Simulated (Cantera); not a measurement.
A Cantera script and what it prints.

```python
import numpy as np
import cantera as ct

gas_names = [...]  # 91 gases of nasa_gas.yaml made of C, Cl, H
cond_names = """
    C(gr) C6H6(L) C7H8(L) C8H18(L),n-octa
""".split()


# ... load() reads the species with a 1 bar reference pressure and builds the phases ...
atoms = {
    'CH3Cl': {'C': 1, 'H': 3, 'CL': 1},
    'H2': {'H': 2},
}
top_T = {'C(gr)': 4500}  # K; cautious upper limits of use, not melting points


# ... equilibrate(T, P, feed) seeds the gas with the atoms and calls Mixture.equilibrate('TP', solver="vcs", rtol=1e-11, max_steps=5000) ...
results = []
feed = {'CH3Cl': 1, 'H2': 0.037}  # mol
T = 1975  # K
P = 490  # Pa
mix = equilibrate(T, P, feed)
results.append((T, P, feed, dict(zip(mix.species_names, mix.species_moles))))
print(gas.report(threshold=1e-05))
for i in range(1, mix.n_phases):
    print(f"{mix.phase(i).name:16s} {mix.phase_moles(i):12.5e} mol")
```

It prints:

```
       temperature   1975 K
          pressure   490 Pa
           density   0.00055825 kg/m^3
  mean mol. weight   18.708 kg/kmol
   phase of matter   gas

                          1 kg             1 kmol
                     ---------------   ---------------
          enthalpy        6.9915e+05         1.308e+07  J
   internal energy       -1.7859e+05       -3.3412e+06  J
           entropy             14228        2.6618e+05  J/K
    Gibbs function         -2.74e+07       -5.1262e+08  J
 heat capacity c_p            1843.7             34493  J/K
 heat capacity c_v            1399.3             26178  J/K

                      mass frac. Y      mole frac. X     chem. pot. / RT
                     ---------------   ---------------   ---------------
    C2H2,acetylene        0.00045256        0.00032516           -30.928
                CL          0.018589         0.0098102           -25.228
                 H        0.00074527          0.013832           -12.725
               HCL           0.92625            0.4753           -37.954
                H2          0.053958           0.50073           -25.451
     [  +86 minor]        9.1091e-06        3.4169e-06

C(gr)             9.98651e-01 mol
```

These are equilibrium values from Cantera (NASA tables, ideal gas, pure condensed phases), not measurements of a reactor.
